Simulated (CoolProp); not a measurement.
Vapour-liquid equilibrium of R134a (1) + R142b (2) at 5.49 bar; x and y are mole fractions of (1).

The numbers come from the multi-fluid Helmholtz-energy mixture model, Tillner-Roth 1994 and Lemmon 2006; pair parameters Bell 2016 in CoolProp.

Task: Give the bubble temperature and the first vapour's composition at x = 0.125, 0.65, 0.8. Is there an azeotrope?

Result: x = 0.125: 310.0 K, y = 0.220; x = 0.65: 296.9 K, y = 0.761; x = 0.8: 294.5 K, y = 0.866. No azeotrope shows between x = 0.05 and 0.95.

Pair parameters are fitted to limited data, so mixtures are less certain than the pure fluids.
